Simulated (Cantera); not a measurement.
**Ignition delay**

Mixture: 48.0 % H2, 10.9 % O2, 41.1 % N2, at 500000 Pa, adiabatic and at constant pressure. Ignition delay is the time to a rise of 400 K.

Detailed kinetics in Cantera: the H2/O2 subset of GRI-Mech 3.0, which has no nitrogen chemistry. The hydrogen kinetics of GRI-Mech 3.0 are dated; newer H2 mechanisms differ, most at raised pressure. Below about 950 K walls govern HO2 and H2O2 in real vessels. Where the delays flatten at high temperature, the 400 K rule measures the pace of heat release, not the induction time.

| T0 (K) | delay (ms) |
|---|---|
| 898 | 128 |
| 998 | 8.60 |
| 1098 | 0.471 |
| 1198 | 0.0200 |
| 1298 | 0.00784 |
| 1398 | 0.00464 |
| 1498 | 0.00319 |
| 1598 | 0.00240 |
| 1698 | 0.00194 |
